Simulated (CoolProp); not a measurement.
A simple Rankine cycle with dimethyl ether: condensing at 289.15 K, boiler at 1.92 MPa, turbine inlet 348 K, turbine efficiency 0.9, pump efficiency 0.6, no recuperator. Each further row changes one setting.

The numbers come from the reference Helmholtz-energy equation of state, Wu 2011 in CoolProp.

```csv
case,thermal efficiency (%),net work (kJ/kg),heat in (kJ/kg),turbine exit temperature (K),volume ratio over the turbine
as stated,12.4,57.1,461,289.1,4.18
turbine inlet 368 K,12.7,…,…,305.4,4.05
condensing temperature 281.15 K,…,67.2,…,281.2,5.30
boiler pressure 1.34 MPa,9.9,…,483,302.5,2.82
turbine efficiency 0.8,…,…,461,289.1,…
```

Problem. Fill in the missing entries.

Solution. 
- turbine inlet 368 K, net work (kJ/kg): 64.2
- turbine inlet 368 K, heat in (kJ/kg): 504
- condensing temperature 281.15 K, thermal efficiency (%): 14.0
- condensing temperature 281.15 K, heat in (kJ/kg): 480
- boiler pressure 1.34 MPa, net work (kJ/kg): 48.0
- turbine efficiency 0.8, thermal efficiency (%): 10.9
- turbine efficiency 0.8, net work (kJ/kg): 50.3
- turbine efficiency 0.8, volume ratio over the turbine: 4.25

The expansion ends wet for: as stated; condensing temperature 281.15 K; turbine efficiency 0.8.
